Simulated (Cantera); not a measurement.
Charge: 1 mol SiH2Cl2, 0.062 mol HCl, 3.7 mol H2, equilibrated at 1148.15 K and 0.100 bar.

Equilibrium computed with Cantera from the NASA thermochemical tables; the gas is ideal and each condensed phase is pure. Candidate condensed phases: Si; 19 gas species. The tables' values for SiCl3 are old estimates; treat these amounts as uncertain. The numbers say what is thermodynamically allowed, not how fast it happens.

Base state: H2 0.853, SiCl4 0.0605, HCl 0.0522, SiHCl3 0.0199, SiCl2 0.00700, SiCl3 0.00619, SiH2Cl2 0.000818 (mole fractions); condensed: Si(s).

Problem. What changes in the equilibrium state with this change: 0.63 mol N2 added?

Solution. 
| species | before | after |
|---|---|---|
| H2 | 0.853 | 0.696 |
| HCl | 0.0522 | 0.271 |
| SiCl4 | 0.0605 | 0.0217 |
| SiHCl3 | 0.0199 | 0.00112 |
| N2 | 0 | 0.00905 |
| SiH2Cl2 | 0.000818 | 7.20e-6 |
| SiCl2 | 0.00700 | 7.55e-5 |
| Si(s), mol | 0.498 | 0 |
| Si3N4(s), mol | 0 | 0.289 |
N2 is the only nitrogen source here; it is nearly inert below about 1500 K, so the nitride shown seldom forms there in practice. Further candidate phases: NH4Cl, Si3N4.
